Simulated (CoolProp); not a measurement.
A closed Brayton cycle with carbon dioxide: compressor inlet 305.15 K and 9.9 MPa, high pressure 23.9 MPa, turbine inlet 765 K, compressor efficiency 0.89, turbine efficiency 0.85, recuperator effectiveness 0 (on enthalpy, no pinch check). Each further row changes one setting.

Values from CoolProp's reference Helmholtz-energy equation of state, Span 1996.

| case | thermal efficiency (%) | net work (kJ/kg) | compressor to turbine work | compressor exit (K) | turbine exit (K) |
|---|---|---|---|---|---|
| as stated | 12.3 | 81.3 | 0.20 | 325.0 | 668.2 |
| turbine inlet 715 K | 12.3 | [?] | 0.21 | 325.0 | [?] |
| compressor inlet 315.15 K | 12.6 | [?] | [?] | [?] | 668.2 |
| high pressure 20.3 MPa | [?] | [?] | [?] | 320.7 | 685.8 |
| recuperator effectiveness 0.5 | 18.9 | 81.3 | 0.20 | 325.0 | 668.2 |

Fill in the missing entries.


- turbine inlet 715 K, net work (kJ/kg): 73.4
- turbine inlet 715 K, turbine exit (K): 621.5
- compressor inlet 315.15 K, net work (kJ/kg): 76.8
- compressor inlet 315.15 K, compressor to turbine work: 0.24
- compressor inlet 315.15 K, compressor exit (K): 348.8
- high pressure 20.3 MPa, thermal efficiency (%): 10.3
- high pressure 20.3 MPa, net work (kJ/kg): 68.7
- high pressure 20.3 MPa, compressor to turbine work: 0.18
